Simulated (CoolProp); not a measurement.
Values from CoolProp's reference Helmholtz-energy equation of state, Akasaka 2023.

For R1224YDZ, give the phase and the density (kg/m³), cp (kJ/(kg K)), cv (kJ/(kg K)), speed of sound (m/s) at 159.75 °C and 2370 kPa; 169.75 °C and 2370 kPa.


- 159.75 °C and 2370 kPa: gas; density 139, cp 1.27, cv 0.983, speed of sound 118
- 169.75 °C and 2370 kPa: gas; density 130, cp 1.21, cv 0.981, speed of sound 125
